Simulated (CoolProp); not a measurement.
Vapour-liquid equilibrium of CHF3 (R23) (1) + propylene (2) at -74.25 °C; x and y are mole fractions of (1).

Computed with CoolProp (multi-fluid Helmholtz-energy mixture model, Penoncello 2003 and Lemmon 2013; pair parameters Bell 2016).

```tsv
x	bubble pressure, mixture model (kPa)	bubble pressure, Raoult's law (kPa)	y, mixture model	y, Raoult's law
0.05	51.53	31.57	…	0.246
0.125	81.86	41.36	0.719	0.470
0.2	103.1	51.15	0.788	0.608
0.275	…	60.95	0.822	0.702
0.35	127.2	70.74	0.842	0.770
0.425	133.4	80.53	0.855	0.821
0.5	…	90.33	0.864	0.861
0.575	…	100.1	0.871	0.894
0.65	143.4	109.9	0.879	0.920
0.725	146.0	119.7	…	0.942
0.8	148.9	129.5	0.901	0.961
0.875	152.0	139.3	0.923	0.978
0.95	154.7	149.1	…	0.992
```

Fill in the missing entries.


- 0.05, y, mixture model: 0.530
- 0.275, bubble pressure, mixture model (kPa): 117.6
- 0.5, bubble pressure, mixture model (kPa): 137.7
- 0.575, bubble pressure, mixture model (kPa): 140.8
- 0.725, y, mixture model: 0.888
- 0.95, y, mixture model: 0.960

The largest gap from Raoult's law is +101.6 % in bubble pressure, at x = 0.2. No azeotrope shows between x = 0.05 and 0.95.

Pair parameters are fitted to limited data, so mixtures are less certain than the pure fluids. With so large a gap from Raoult's law the liquid may split in two, which this calculation doesn't test in full.
